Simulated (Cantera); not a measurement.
**Transport properties of process gases**

Gas mixture: O2 = 0.56 (molar parts), at 10.0 bar, frozen composition.

Cantera's kinetic-theory transport with the Lennard-Jones parameters of GRI-Mech 3.0, ideal gas; thermal conductivity in the mixture-averaged form.

| T (K) | ρ (kg/m³) | cp (J/kg/K) | μ (µPa s) | λ (mW/m/K) | Pr | D (cm²/s) NO | D (cm²/s) N2 | D (cm²/s) CH4 |
|---|---|---|---|---|---|---|---|---|
| 400 | 9.62 | 941.4 | 25.6 | 33.9 | 0.713 | 0.0344 | 0.0350 | 0.0382 |
| 650 | 5.92 | 1017 | 36.0 | 51.6 | 0.709 | 0.0787 | 0.0802 | 0.0883 |
| 900 | 4.28 | 1074 | 44.7 | 67.6 | 0.710 | 0.136 | 0.138 | 0.153 |
| 1150 | 3.35 | 1109 | 52.5 | 82.2 | 0.708 | 0.205 | 0.208 | 0.231 |
| 1400 | 2.75 | 1134 | 59.7 | 95.7 | 0.707 | 0.284 | 0.289 | 0.320 |
| 1650 | 2.33 | 1155 | 66.4 | 108 | 0.707 | 0.373 | 0.380 | 0.421 |
| 1900 | 2.03 | 1174 | 72.7 | 121 | 0.707 | 0.471 | 0.479 | 0.532 |
D: mixture-averaged diffusion coefficient of that species in the mixture.
